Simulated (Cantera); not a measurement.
An isothermal, constant-pressure homogeneous reactor starts with H₂ : O₂ : N₂ = 0.27 : 1 : 0.032 (molar parts), at 975 K and 0.0132 atm.

Model: GRI-Mech 3.0 (53 species, 325 reactions), integrated in Cantera. Radical loss at walls, strong at low pressure, is not modelled. The temperature is held fixed by assumption; the heat of reaction is taken as removed at once.

One state of this run: x H₂ = 0.0263; x O₂ = 0.693; x O = 0.0299; x H₂O₂ = 3.80e-7; x HO₂ = 1.47e-5; x OH = 0.00556. x: mole fraction; the columns are a selection and need not sum to one.

Question: Which value of t (s) does it belong to?
(A) 0.00558
(B) 0.00211
(C) 5.00
(D) 0.103

Answer: A, 0.00558
